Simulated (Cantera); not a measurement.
A closed system holds: 1 mol Si, 1.4 mol CO₂, 31 mol H₂, held at 3.50 bar.

These are equilibrium values from Cantera (NASA tables, ideal gas, pure condensed phases), not measurements of a reactor. Candidate condensed phases: C, C₆H₆, C₇H₈, C₈H₁₈, H₂O, Si, SiC, SiO₂; 123 gas species. Mutual solubility and eutectic melting of coexisting phases are not modelled. The tables hold silica as quartz up to 1696 K and as liquid above; real silica turns to tridymite and cristobalite and melts near 1996 K. Gases not in the tables: Si(OH)₄, Si₂H₆ and higher silanes. The numbers say what is thermodynamically allowed, not how fast it happens.

Question: Which condensed phases are stable at each of these points (T (K)): 973, 1073, 1173, 1273, 1373, 1473, 1573, 1673, 1773, 1873, 1973, 2073, 2173?

Answer: 
```tsv
T (K)	condensed phases	Si condensed (%)
973	SiO₂(β-quartz)	100.0
1073	SiO₂(β-quartz)	100.0
1173	SiO₂(β-quartz)	100.0
1273	SiO₂(β-quartz)	100.0
1373	C(graphite) + SiO₂(β-quartz)	100.0
1473	C(graphite) + SiO₂(β-quartz)	100.0
1573	C(graphite) + SiO₂(β-quartz)	99.9
1673	SiC(s) + SiO₂(β-quartz)	98.8
1773	SiC(s) + SiO₂(condensed)	92.2
1873	SiC(s) + SiO₂(condensed)	58.5
1973	SiO₂(condensed)	37.9
2073	SiO₂(l)	30.8
2173	SiO₂(l)	11.5
```

From 973 K to 1273 K the condensed part is SiO₂(β-quartz). From 1373 K to 1573 K the condensed part is C(graphite) + SiO₂(β-quartz). At 1673 K the condensed part is SiC(s) + SiO₂(β-quartz). From 1773 K to 1873 K the condensed part is SiC(s) + SiO₂(condensed). At 1973 K the condensed part is SiO₂(condensed). From 2073 K to 2173 K the condensed part is SiO₂(l).
